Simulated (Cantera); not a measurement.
Cantera with NASA thermochemical tables; ideal gases at 1 bar, condensed phases pure. Values are per mole of reaction as written; species without (g) are pure solids or liquids, kept so even where they would boil at 1 bar.

4 OH(g) + 2 B → B2O2(g) + 2 H2O(g), with ΔH° = -1097.1 kJ and ΔS° = -126.4 J/K at 300 K.

Problem. How far is the shortcut ΔG° ≈ ΔH°(300 K) − T·ΔS°(300 K) from the full temperature-dependent value at 2173, 2323, 2473, 2623, 2773, 2923 K?

Solution. 
```csv
T (K),shortcut (kJ),full (kJ),difference (kJ),difference in log10 K,condensed phases
2173,-822.3,-784.4,-37.9,0.91,B(s)
2323,-803.4,-761.2,-42.2,0.95,B(s)
2473,-784.4,-732.6,-51.8,1.09,B(l)
2623,-765.4,-702.7,-62.7,1.25,B(l)
2773,-746.5,-672.7,-73.8,1.39,B(l)
2923,-727.5,-642.6,-84.9,1.52,B(l)
```
The shortcut ignores heat capacities and the phase changes listed.
